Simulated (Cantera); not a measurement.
An adiabatic, constant-pressure homogeneous reactor starts with 17.6 % H₂, 17.3 % O₂, 65.1 % N₂, equivalence ratio 0.51, at 1273 K and 825 Torr.

Model: GRI-Mech 3.0 (53 species, 325 reactions), integrated in Cantera.

Question: Predict: time of steepest temperature rise; temperature at 0.100 s; equilibrium temperature; x(H₂) at 0.100 s; x(O₂) at 0.100 s; x(H₂O) at 0.100 s; x(HO₂) at 0.100 s; x(O) at 0.100 s.

Answer: 
```json
{
 "time_of_steepest_temperature_rise": "30.3 µs",
 "temperature at 0.100 s": "2409 K",
 "equilibrium_temperature": "2409 K",
 "x(H₂) at 0.100 s": "0.00230 (gas-phase equilibrium 0.00230)",
 "x(O₂) at 0.100 s": "0.0838 (gas-phase equilibrium 0.0837)",
 "x(H₂O) at 0.100 s": "0.184 (gas-phase equilibrium 0.184)",
 "x(HO₂) at 0.100 s": "7.80e-6 (gas-phase equilibrium 7.79e-6)",
 "x(O) at 0.100 s": "0.00253 (gas-phase equilibrium 0.00252)"
}
```
